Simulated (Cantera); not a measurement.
What does this Cantera script print?

```python
import numpy as np
import cantera as ct

gas_names = """
    N NO NO2 NO3 N2 N2O O O2 O3 V VN VO VO2
""".split()
cond_names = """
    V(cr) V(L) VN(s) VO(s) VO(L) V2O3(s) V2O3(L) V2O4(I) V2O4(II) V2O4(L) V2O5(s) V2O5(L)
""".split()


# ... load() reads the species with a 1 bar reference pressure and builds the phases ...
atoms = {
    'V': {'V': 1},
    'N2': {'N': 2},
    'N2O': {'N': 2, 'O': 1},
}
top_T = {'VN(s)': 2300}  # K; cautious upper limits of use, not melting points


# ... equilibrate(T, P, feed) seeds the gas with the atoms and calls Mixture.equilibrate('TP', solver="vcs", rtol=1e-11, max_steps=5000) ...
results = []
feed = {'V': 1, 'N2': 0.3, 'N2O': 19}  # mol
P = 101325  # Pa
for T in [1423, 1473, 1523, 1573, 1623, 1673, 1723, 1773, 1823, 1873]:
    mix = equilibrate(T, P, feed)
    results.append((T, P, feed, dict(zip(mix.species_names, mix.species_moles))))

top = {s: max(r[3][s] / sum(r[3][g] for g in gas_names) for r in results) for s in gas_names}
cols = sorted((s for s in top if top[s] > 0.0001), key=lambda s: -top[s])[:7]
seen = [c for c in cond_names if any(r[3].get(c, 0) > 1e-12 for r in results)]
print("log10 of partial pressures in bar; condensed amounts in mol")
print(f"{'T/K':>10s}" + "".join(f"{s[:9]:>10s}" for s in cols + seen))
for T, P, feed, n in results:
    ng = sum(n[g] for g in gas_names)
    print(f"{T:10.4g}" + "".join(f"{np.log10(max(n[s] / ng * P / 1e5, 1e-99)):10.3f}" for s in cols)
          + "".join(f"{n.get(c, 0):10.4g}" for c in seen))
```

Output:

```
log10 of partial pressures in bar; condensed amounts in mol
       T/K        N2        O2        NO         O   V2O4(L)   V2O5(L)
      1423    -0.149    -0.519    -3.028    -6.130         0       0.5
      1473    -0.149    -0.519    -2.914    -5.814         0       0.5
      1523    -0.149    -0.519    -2.808    -5.518         0       0.5
      1573    -0.149    -0.519    -2.708    -5.241         0       0.5
      1623    -0.150    -0.520    -2.615    -4.981         0       0.5
      1673    -0.150    -0.520    -2.527    -4.736         0       0.5
      1723    -0.150    -0.521    -2.445    -4.506         0    0.4999
      1773    -0.150    -0.521    -2.367    -4.288         0    0.4997
      1823    -0.150    -0.522    -2.293    -4.082         0    0.4994
      1873    -0.155    -0.513    -2.221    -3.883    0.4986         0
```

Method: chemical equilibrium by Gibbs-energy minimisation in Cantera with the NASA 1993 tables (ideal gas, pure condensed phases). Condensed phases not in the tables: the oxides between V2O3 and V2O5 other than VO2. Gases not in the tables: V4O10.
